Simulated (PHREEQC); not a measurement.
Solution (25 °C): 38 mmol/kgw NH4HF2, 0.068 mmol/kgw H2SiF6, 11 mmol/kgw HBF4 and 140 mmol/kgw HCl. Closed to the air; pH follows from the charge balance.

Equilibrium calculation in PHREEQC: ion-association model, wateq4f.dat.

### Question
The ionic strength comes out as 0.152 mol/kgw. What activity coefficients do HF2-, BF3OH-, BF4-, SiF6-2, BF2(OH)2- get?

### Answer
HF2- 0.73, BF3OH- 0.71, BF4- 0.71, SiF6-2 0.33, BF2(OH)2- 0.71.

Precipitation was switched off in this run. wateq4f.dat counts part of the HF as a dimer, H2F2, which phreeqc.dat doesn't know; its constant is uncertain. SiF6-2 is the database's only silicon fluoride. Real BF4- forms and hydrolyses slowly; the run takes it at equilibrium.
